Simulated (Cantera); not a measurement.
Charge: 1 mol Al2O3, 7.4 mol H2O, at 0.0100 bar.

Cantera equilibrium calculation (NASA polynomials, part measured and part estimated; ideal gas, pure solids and liquids). Candidate condensed phases: Al, Al2O3, H2O; 19 gas species. Rates play no part.

**Question.** At 1775 K, list the 6 most abundant gas species with their mole fractions, and the condensed phases.

**Answer.** H2O 0.987, H2 0.00740, O2 0.00322, OH 0.00207, H 0.000249, O 5.43e-5. Condensed: Al2O3(s).
